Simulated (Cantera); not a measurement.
Feed: 1 mol Si, 6.8 mol Cl2, 19 mol N2, at 1600 K.

Cantera equilibrium calculation (NASA polynomials, part measured and part estimated; ideal gas, pure solids and liquids). Candidate condensed phases: Si, Si3N4; 13 gas species. The tables' values for SiCl3 are old estimates; treat these amounts as uncertain. Kinetics and transport are ignored.

**Question.** At 1.00 bar, list the 4 most abundant gas species with their mole fractions, and the condensed phases.

**Answer.** N2 0.749, Cl2 0.167, Cl 0.0449, SiCl4 0.0394. Condensed: gas only.
